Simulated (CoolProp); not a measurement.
A single-stage vapour-compression cycle with the fluid: evaporating at 229.15 K (dew point), condensing at 255.15 K (bubble point), superheat 0 K, subcooling 0 K, compressor efficiency 0.75, no pressure losses. The same conditions are run with several fluids, on thermodynamics alone (safety and materials aside).

Values from CoolProp's reference Helmholtz-energy equation of state of each fluid (ethylene: Smukala 2000; R13: Platzer 1990; isobutene: Lemmon 2005; CH3F (R41): Lemmon 2006; R227EA: Lemmon 2016; R143a: Lemmon and Jacobsen 2000). The equations of Platzer and Polt are older, rougher fits.

```json
[
 {"fluid": "ethylene", "cooling COP": "5.10", "pressure ratio": "2.07", "discharge temperature (K)": "(withheld)", "refrigerating effect (kJ/kg)": "289", "volumetric capacity (kJ/m³)": "6790"},
 {"fluid": "R13", "cooling COP": "(withheld)", "pressure ratio": "2.31", "discharge temperature (K)": "269.8", "refrigerating effect (kJ/kg)": "102", "volumetric capacity (kJ/m³)": "3340"},
 {"fluid": "isobutene", "cooling COP": "6.09", "pressure ratio": "3.56", "discharge temperature (K)": "273.7", "refrigerating effect (kJ/kg)": "(withheld)", "volumetric capacity (kJ/m³)": "199"},
 {"fluid": "CH3F (R41)", "cooling COP": "(withheld)", "pressure ratio": "(withheld)", "discharge temperature (K)": "294.0", "refrigerating effect (kJ/kg)": "375", "volumetric capacity (kJ/m³)": "3730"},
 {"fluid": "R227EA", "cooling COP": "(withheld)", "pressure ratio": "3.66", "discharge temperature (K)": "(withheld)", "refrigerating effect (kJ/kg)": "116", "volumetric capacity (kJ/m³)": "271"},
 {"fluid": "R143a", "cooling COP": "5.93", "pressure ratio": "2.88", "discharge temperature (K)": "271.6", "refrigerating effect (kJ/kg)": "189", "volumetric capacity (kJ/m³)": "1040"}
]
```

Task: Complete the blanks.

Result: 
- ethylene, discharge temperature (K): 280.8
- R13, cooling COP: 5.52
- isobutene, refrigerating effect (kJ/kg): 369
- CH3F (R41), cooling COP: 5.73
- CH3F (R41), pressure ratio: 2.45
- R227EA, cooling COP: 5.87
- R227EA, discharge temperature (K): 259.0
